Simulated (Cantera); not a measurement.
Stirred combustor or abatement burner

A perfectly stirred reactor is fed with 2.62 % C₃H₈, 20.4 % O₂, 76.9 % N₂, at 750 Torr; it is adiabatic with a 350 K inlet, and is followed from long to short residence time, starting on the burning branch (τ in s: 0.2, 0.076, 0.03, 0.011, 0.0044, 0.0017, 0.00066, 0.00025, 9.8e-05).

Detailed kinetics in Cantera: GRI-Mech 3.0 (53 species, 325 reactions). GRI-Mech 3.0 was tuned for natural gas; its chemistry of propane as a main component is partial and can be far from experiment.

```csv
τ (s),T (K),x C₃H₈,x O₂,x HO₂,x O,x CH₄,x HCN
0.20,1810,4.87e-7,0.0715,1.16e-6,0.000150,1.91e-7,5.58e-9
0.076,1805,1.01e-6,0.0715,1.85e-6,0.000263,2.71e-7,6.90e-9
0.030,1796,1.94e-6,0.0717,3.07e-6,0.000458,3.74e-7,8.58e-9
0.011,1780,3.81e-6,0.0720,5.39e-6,0.000820,5.62e-7,1.16e-8
0.0044,1757,7.00e-6,0.0726,8.91e-6,0.00134,9.31e-7,1.74e-8
0.0017,1720,1.36e-5,0.0738,1.47e-5,0.00208,1.96e-6,3.05e-8
0.00066,1664,2.90e-5,0.0763,2.44e-5,0.00285,5.54e-6,5.71e-8
0.00025,1567,8.66e-5,0.0827,4.82e-5,0.00284,2.75e-5,1.14e-7
9.8e-5,350,0.0262,0.204,<1e-12,<1e-12,<1e-12,<1e-12
```
x: mole fraction; the columns are a selection and need not sum to one.
